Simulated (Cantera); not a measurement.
Input: 1 mol borazine, 1.2 mol O2, 0.47 mol H2, 4.1 mol N2, held at 2000 °C.

Equilibrium computed with Cantera from the NASA thermochemical tables; the gas is ideal and each condensed phase is pure. Candidate condensed phases: B, BN, B2O3, B3O3H3, H2O; 39 gas species. The feed counts by its element totals alone. Equilibrium is a limit: real reactors are often held back by kinetics, nucleation or transport.

Which condensed phases are stable at each of these points (P (Pa)): 10, 37, 140, 520, 1900, 7200, 27000, 100000?


```json
[
 {"P (Pa)": "10", "condensed phases": "gas only", "B condensed (%)": "0.0"},
 {"P (Pa)": "37", "condensed phases": "B(s)", "B condensed (%)": "9.5"},
 {"P (Pa)": "140", "condensed phases": "B(s)", "B condensed (%)": "16.1"},
 {"P (Pa)": "520", "condensed phases": "B(s)", "B condensed (%)": "18.0"},
 {"P (Pa)": "1900", "condensed phases": "BN(s)", "B condensed (%)": "19.4"},
 {"P (Pa)": "7200", "condensed phases": "BN(s)", "B condensed (%)": "21.1"},
 {"P (Pa)": "27000", "condensed phases": "BN(s)", "B condensed (%)": "25.0"},
 {"P (Pa)": "100000", "condensed phases": "BN(s)", "B condensed (%)": "31.9"}
]
```

At 10.0 Pa nothing is condensed. From 37.0 Pa to 520 Pa the condensed part is B(s). From 1900 Pa to 100000 Pa the condensed part is BN(s).
